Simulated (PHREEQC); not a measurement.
A made-up water analysis in mg/L, 67 °C, pH 6.72, pe 10.7:

```json
[
 {"constituent": "Na", "mg/L": "0.00891"},
 {"constituent": "K", "mg/L": "0.107"},
 {"constituent": "Ca", "mg/L": "0.255"},
 {"constituent": "Mg", "mg/L": "0.0438"},
 {"constituent": "Cl", "mg/L": "0.141"},
 {"constituent": "S(6) as SO4", "mg/L": "0.0593"},
 {"constituent": "Alkalinity as HCO3", "mg/L": "0.859"},
 {"constituent": "O(0) (dissolved oxygen)", "mg/L": "0.0102"},
 {"constituent": "Si as SiO2", "mg/L": "0.0196"}
]
```

Valence states are taken as typed.

The numbers come from PHREEQC with the ion-association model, phreeqc.dat.

This is a speciation only: nothing precipitates in the calculation.

Problem. Estimate the charge-balance error.

Solution. charge-balance error 0.4 %.

Problem. In which forms is C present?

Solution. HCO3- 72 %, CO2 27 % of the C.

Species that the database lacks are ignored. Constants without temperature data keep their 25 °C values here.
